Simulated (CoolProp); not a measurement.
Model: reference Helmholtz-energy equation of state, Gao 2016, in CoolProp.

### Question
Give the vapour pressure (MPa), vapour density (kg/m³), enthalpy of vaporisation (kJ/kg), liquid cp (kJ/(kg K)) of saturated sulfur dioxide at 55.25, 66.65 °C.

### Answer
| T (°C) | p (MPa) | vapour density (kg/m³) | enthalpy of vaporisation (kJ/kg) | liquid cp (kJ/(kg K)) |
|---|---|---|---|---|
| 55.25 | 0.972 | 26.1 | 323 | 1.46 |
| 66.65 | 1.31 | 35.0 | 308 | 1.49 |
